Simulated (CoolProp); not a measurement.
Properties of water along the isobar 91.7 MPa (Tc = 647.1 K, pc = 22.06 MPa, ω = 0.344).

Model: reference Helmholtz-energy equation of state, Wagner 2002, in CoolProp.

```csv
T (K),phase,density (kg/m³),cp (kJ/(kg K)),speed of sound (m/s),expansivity (1/kK)
547.2,liquid,846.0,4.350,1417,1.296
555.1,liquid,837.3,4.377,1396,1.338
562.9,liquid,828.4,4.405,1375,1.381
570.8,liquid,819.3,4.434,1353,1.427
578.7,liquid,810.0,4.466,1331,1.476
586.5,liquid,800.5,4.499,1308,…
594.4,liquid,…,4.534,1285,1.580
602.3,liquid,780.8,4.572,…,1.637
610.1,liquid,770.7,4.611,1239,1.696
618,liquid,760.3,4.653,1216,1.759
625.9,liquid,749.6,4.698,1193,1.826
633.7,liquid,738.8,4.745,1169,1.896
641.6,liquid,727.6,4.795,1146,1.971
```

What belongs in the gaps?


- 586.5, expansivity (1/kK): 1.526
- 594.4, density (kg/m³): 790.8
- 602.3, speed of sound (m/s): 1262
